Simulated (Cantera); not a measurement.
## Stirred combustor or abatement burner

A perfectly stirred reactor is fed with 4.52 % CH₄, 20.1 % O₂, 75.4 % N₂, at 7500 Torr; it is adiabatic with a 598 K inlet, and is followed from long to short residence time, starting on the burning branch (τ in s: 0.12, 0.053, 0.023, 0.01, 0.0044, 0.0019, 0.00085, 0.00037, 0.00016, 7.1e-05, 3.1e-05, 1.4e-05).

Detailed kinetics in Cantera: GRI-Mech 3.0 (53 species, 325 reactions).

```
τ (s)    T (K)     x CH₄   x O₂     x C₂H      x CO      x H₂
-------  -----  --------  -----  --------  --------  --------
0.12      1626   8.48e-6  0.110    <1e-12   8.46e-5   3.76e-6
0.053     1625   1.61e-5  0.110    <1e-12  0.000164   6.61e-6
0.023     1623   3.09e-5  0.110  2.61e-12  0.000321   1.23e-5
0.010     1620   5.98e-5  0.111  7.46e-12  0.000637   2.38e-5
0.0044    1613  0.000120  0.111  1.92e-11   0.00130   4.85e-5
0.0019    1596  0.000276  0.112  4.42e-11   0.00297  0.000114
0.00085    598    0.0452  0.201    <1e-12    <1e-12    <1e-12
0.00037    598    0.0452  0.201    <1e-12    <1e-12    <1e-12
0.00016    598    0.0452  0.201    <1e-12    <1e-12    <1e-12
7.1e-5     598    0.0452  0.201    <1e-12    <1e-12    <1e-12
3.1e-5     598    0.0452  0.201    <1e-12    <1e-12    <1e-12
1.4e-5     598    0.0452  0.201    <1e-12    <1e-12    <1e-12
```
x: mole fraction; the columns are a selection and need not sum to one.
